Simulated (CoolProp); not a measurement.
The fluid at 224.72 K and 0.0125 MPa is throttled through a valve to 0.00493 MPa with no heat exchange. The same conditions are run with several fluids, on thermodynamics alone (safety and materials aside).

The numbers come from the reference Helmholtz-energy equation of state of each fluid (CH2F2 (R32): Tillner-Roth 1997; R115: Lemmon 2016; carbon monoxide: Lemmon 2006; normal hydrogen: Leachman 2009; dry air: Lemmon 2000) in CoolProp. Blends and air are pseudo-pure fits.

| fluid | temperature change (K) | final density (kg/m³) |
|---|---|---|
| CH2F2 (R32) | -0.6 | 0.138 |
| R115 | -0.2 | 0.409 |
| carbon monoxide | -0.0 | 0.0739 |
| normal hydrogen | +0.0 | 0.00532 |
| dry air | -0.0 | 0.0764 |
